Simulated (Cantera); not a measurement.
**Carbothermic reduction: PbO + C + H₂**

A closed system holds: 1 mol PbO, a varied amount of C, 4.2 mol H₂, equilibrated at 0.0190 bar.

These are equilibrium values from Cantera (NASA tables, ideal gas, pure condensed phases), not measurements of a reactor. Candidate condensed phases: C, C₆H₆, C₇H₈, C₈H₁₈, H₂O, Pb, PbO, PbO₂, Pb₃O₄; 113 gas species. The numbers say what is thermodynamically allowed, not how fast it happens.

Stable condensed phases:

```
T in K \ n(C) in mol
         0.57 0.66 0.77  0.9    1  1.2  1.4  1.7  1.9  2.2  2.6    3
   1725     A    A    A    A    A    B    B    B    B    B    B    B
   1650     A    A    A    A    A    B    B    B    B    B    B    B
   1575     A    A    A    A    A    B    B    B    B    B    B    B
   1500     A    A    A    A    A    B    B    B    B    B    B    B
   1425     A    A    A    A    A    B    B    B    B    B    B    B
   1350     A    A    A    A    A    B    B    B    B    B    B    B
   1275     C    C    C    C    C    D    D    D    D    D    D    D
   1200     C    C    C    C    C    D    D    D    D    D    D    D
   1125     C    C    C    C    C    D    D    D    D    D    D    D
   1050     C    C    C    C    C    D    D    D    D    D    D    D
    975     C    C    C    C    D    D    D    D    D    D    D    D
    900     C    C    C    C    D    D    D    D    D    D    D    D
    825     C    C    C    D    D    D    D    D    D    D    D    D
```

A: gas only; B: C; C: Pb; D: C + Pb.
